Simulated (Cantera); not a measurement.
Charge: 1 mol MgO, 0.22 mol SO3, 1.6 mol O2, at 75.0 Torr.

Cantera equilibrium calculation (NASA polynomials, part measured and part estimated; ideal gas, pure solids and liquids). Candidate condensed phases: Mg, MgO, MgS, MgSO4, S; 14 gas species. Mutual solubility and eutectic melting of coexisting phases are not modelled. Equilibrium is a limit: real reactors are often held back by kinetics, nucleation or transport.

log p: log10 of the partial pressure in bar; n: condensed amount in mol.

```tsv
T (K)	log p O2	log p SO2	log p SO3	log p O	n MgO(s)	n MgSO4(s)
1000	-1.00	-5.05	-5.29	-10.30	0.780	0.220
1025	-1.00	___	___	___	0.781	0.219
1050	-1.00	-4.12	-4.60	-9.67	0.782	0.218
1075	-1.00	-3.69	-4.28	-9.38	0.784	0.216
1100	-1.00	___	___	___	0.790	0.210
1125	-1.01	-2.88	-3.69	-8.84	0.805	0.195
1150	-1.02	-2.50	-3.41	-8.59	0.840	0.160
```

Task: Complete the blanks.

Result: 
- 1100, log p SO2: -3.27
- 1100, log p SO3: -3.98
- 1100, log p O: -9.10
- 1025, log p SO2: -4.57
- 1025, log p SO3: -4.94
- 1025, log p O: -9.98
